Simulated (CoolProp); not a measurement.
1000 sccm (0 °C, 1 atm) of nitrogen bubbles through liquid R123 at 286.5 K and leaves saturated at a total pressure of 0.15 MPa (ideal gas phase). Each further row changes one setting.

Values from CoolProp's reference Helmholtz-energy equation of state, Younglove 1994. It is a modified Benedict-Webb-Rubin equation, recast in Helmholtz form.

| case | vapour pressure (kPa) | mole fraction of vapour | delivery (mg/min) | delivery (sccm) | change of delivery for a bath 1 K warmer (%) |
|---|---|---|---|---|---|
| as stated | 58.1 | 0.387 | 4310 | … | 6.9 |
| bath temperature 291.5 K | … | 0.473 | … | … | … |
| total pressure 0.3 MPa | 58.1 | 0.194 | … | 240 | … |

### Question
Some entries are withheld; supply them.

### Answer

- as stated, delivery (sccm): 632
- bath temperature 291.5 K, vapour pressure (kPa): 70.9
- bath temperature 291.5 K, delivery (mg/min): 6120
- bath temperature 291.5 K, delivery (sccm): 897
- bath temperature 291.5 K, change of delivery for a bath 1 K warmer (%): 7.8
- total pressure 0.3 MPa, delivery (mg/min): 1640
- total pressure 0.3 MPa, change of delivery for a bath 1 K warmer (%): 5.2
